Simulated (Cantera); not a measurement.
Gas-phase reforming

An isothermal, constant-pressure homogeneous reactor starts with CH₄ : H₂O : H₂ = 1 : 2.2 : 0.51 (molar parts), at 1648 K and 1000000 Pa.

Model: GRI-Mech 3.0 (53 species, 325 reactions), integrated in Cantera.

| t (s) | x CH₄ | x H₂O | x H₂ | x C₂H | x CH₂CO | x HCO | x CH₃ |
|---|---|---|---|---|---|---|---|
| 2.00e-5 | 0.269 | 0.593 | 0.138 | <1e-12 | 9.74e-12 | 5.57e-11 | 0.000201 |
| 6.44e-5 | 0.268 | 0.593 | 0.139 | 1.80e-12 | 1.15e-9 | 4.10e-10 | 0.000239 |
| 0.000207 | 0.264 | 0.592 | 0.142 | 4.92e-11 | 8.83e-8 | 1.29e-9 | 0.000265 |
| 0.000668 | 0.251 | 0.587 | 0.154 | 5.85e-10 | 1.97e-6 | 1.38e-9 | 0.000253 |
| 0.00215 | 0.219 | 0.571 | 0.189 | 2.94e-9 | 1.14e-5 | 1.24e-9 | 0.000215 |
| 0.00692 | 0.159 | 0.540 | 0.255 | 6.97e-9 | 2.54e-5 | 1.22e-9 | 0.000153 |
| 0.0223 | 0.104 | 0.500 | 0.325 | 9.80e-9 | 3.17e-5 | 2.15e-9 | 0.000102 |
| 0.0718 | 0.0914 | 0.449 | 0.373 | 7.51e-9 | 2.21e-5 | 5.23e-9 | 8.63e-5 |
| 0.231 | 0.0823 | 0.373 | 0.438 | 3.51e-9 | 9.32e-6 | 1.16e-8 | 7.14e-5 |
| 0.744 | 0.0576 | 0.293 | 0.516 | 9.88e-10 | 2.61e-6 | 2.04e-8 | 4.60e-5 |
| 2.40 | 0.0268 | 0.234 | 0.582 | 1.42e-10 | 5.75e-7 | 2.81e-8 | 2.01e-5 |
| 7.72 | 0.00553 | 0.202 | 0.621 | 4.88e-12 | 8.21e-8 | 3.26e-8 | 4.03e-6 |
| 24.8 | 0.000109 | 0.195 | 0.630 | <1e-12 | 1.50e-9 | 3.37e-8 | 7.87e-8 |
| 80.0 | 1.64e-5 | 0.195 | 0.630 | <1e-12 | 2.29e-10 | 3.38e-8 | 1.19e-8 |
x: mole fraction; the columns are a selection and need not sum to one.

Equilibrium at this temperature and pressure: CH₄ 1.75e-5, H₂O 0.195, H₂ 0.630, C₂H <1e-12, CH₂CO 2.46e-10, HCO 3.38e-8, CH₃ 1.27e-8 (gas phase only).
